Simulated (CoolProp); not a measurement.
Properties of acetone along the isobar 5.2 MPa (Tc = 508.1 K, pc = 4.692 MPa, ω = 0.307).

Model: reference Helmholtz-energy equation of state, Lemmon 2006, in CoolProp. It is a short technical equation, of lower accuracy than the large ones.

```csv
T (K),phase,density (kg/m³),cv (kJ/(kg K)),Joule-Thomson coefficient (K/MPa),fugacity coefficient
271.3,liquid,818.3,1.510,-0.3832,0.001886
289.8,liquid,798.7,1.537,-0.3627,0.004669
308.4,liquid,778.6,1.567,-0.3375,0.01017
327,liquid,758.0,1.601,-0.3072,0.01987
345.6,liquid,736.6,1.637,-0.2705,0.03548
364.2,liquid,714.3,1.675,-0.2257,0.05876
382.8,liquid,690.8,1.715,-0.1697,0.09131
401.3,liquid,666.0,1.757,-0.09813,0.1341
419.9,liquid,639.0,1.800,-0.001910,0.1884
438.5,liquid,609.2,1.846,0.1342,0.2541
457.1,liquid,575.5,1.895,0.3428,0.3304
475.7,liquid,535.2,1.950,0.7088,0.4160
494.3,liquid,481.5,2.022,1.556,0.5081
512.8,supercritical,358.7,2.210,7.596,0.6005
531.4,supercritical,133.2,2.182,13.00,0.6599
550,supercritical,107.9,2.113,10.69,0.7011
```
